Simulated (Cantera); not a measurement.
## Ammonia decomposition in nitride growth gas

A perfectly stirred reactor is fed with 9.09 % NH3, 90.9 % N2, at 750 Torr; it is held at 2300 K, and followed from long to short residence time.

Computed with Cantera and the gas-phase N/H chemistry of the illustrative SiF4/NH3 mechanism in the Surface Chemkin manual (1991). Walls and surfaces, which speed up NH3 decomposition in real reactors, are not modelled.

| τ (s) | x NH3 | x H | x NH2 | x N2H4 | x NH |
|---|---|---|---|---|---|
| 11 | 3.00e-5 | 0.00337 | 2.60e-6 | <1e-12 | 1.56e-6 |
| 1.8 | 8.54e-5 | 0.00314 | 6.87e-6 | 2.66e-12 | 3.81e-6 |
| 0.28 | 0.000503 | 0.00200 | 2.58e-5 | 3.75e-11 | 9.02e-6 |
| 0.044 | 0.00469 | 0.000907 | 0.000113 | 7.27e-10 | 1.81e-5 |
| 0.0069 | 0.0243 | 0.000435 | 0.000363 | 7.44e-9 | 3.18e-5 |
| 0.0011 | 0.0631 | 0.000156 | 0.000789 | 3.52e-8 | 3.87e-5 |
| 0.00017 | 0.0851 | 3.84e-5 | 0.00116 | 7.62e-8 | 2.62e-5 |
x: mole fraction; the columns are a selection and need not sum to one.
